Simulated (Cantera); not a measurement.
Cantera run:

```python
import numpy as np
import cantera as ct

gas_names = """
    SiF4 SiC4H12 SiF2 C2H6
""".split()
cond_names = """

""".split()


def load(file, names, dense=False):
    # The tables refer to 1 bar. Condensed volumes are neglected.
    table = {s.name: s for s in ct.Species.list_from_file(file)}
    out = []
    for n in names:
        d = dict(table[n].input_data)
        d["thermo"] = dict(d["thermo"], **{"reference-pressure": 1e5})
        if dense:
            d["equation-of-state"] = {"model": "constant-volume", "density": "1e6 g/cm^3"}
        out.append(ct.Species.from_dict(d))
    return out


species = {s.name: s for s in load("nasa_gas.yaml", gas_names) + load("nasa_condensed.yaml", cond_names)}
# Each term lists the table entries of one substance; the one whose range holds T is used.
reactions = {
    'SiF4(g) + Si(CH3)4(g) = 2 SiF2(g) + 2 C2H6(g)':
        [(-1, ['SiF4']), (-1, ['SiC4H12']), (2, ['SiF2']), (2, ['C2H6'])],
}


def pick(names, T):
    return next(species[n] for n in names if species[n].thermo.min_temp <= T <= species[n].thermo.max_temp)


results = []
for label, terms in reactions.items():
    print(label)
    print("     T/K   dH/kJ  dS/(J/K)   dG/kJ   log10 K")
    for T in [1025, 1175, 1325, 1475, 1625, 1775, 1925, 2075, 2225, 2375]:
        used = [(nu, pick(names, T)) for nu, names in terms]
        dH = sum(nu * s.thermo.h(T) for nu, s in used) / 1e6
        dS = sum(nu * s.thermo.s(T) for nu, s in used) / 1e3
        dG = dH - T * dS / 1e3
        logK = -dG * 1e6 / (ct.gas_constant * T * np.log(10))
        results.append((label, T, dH, dS, dG, logK, [s.name for _, s in used]))
        print(f"{T:8g} {dH:8.1f} {dS:8.1f} {dG:8.1f} {logK:8.2f}")
```

Output:

```
SiF4(g) + Si(CH3)4(g) = 2 SiF2(g) + 2 C2H6(g)
     T/K   dH/kJ  dS/(J/K)   dG/kJ   log10 K
    1025    539.7    297.1    235.2   -11.98
    1175    535.7    293.5    190.9    -8.49
    1325    531.7    290.3    147.1    -5.80
    1475    527.7    287.4    103.8    -3.67
    1625    523.7    284.9     60.9    -1.96
    1775    519.8    282.5     18.3    -0.54
    1925    515.8    280.4    -23.9     0.65
    2075    511.9    278.4    -65.8     1.66
    2225    507.9    276.6   -107.4     2.52
    2375    504.0    274.9   -148.8     3.27
```

Standard-state values (1 bar) from the NASA 1993 polynomials, evaluated with Cantera. The tables' values for SiF2 are old estimates. Condensed species are held in their standard states even where they would react or evaporate.
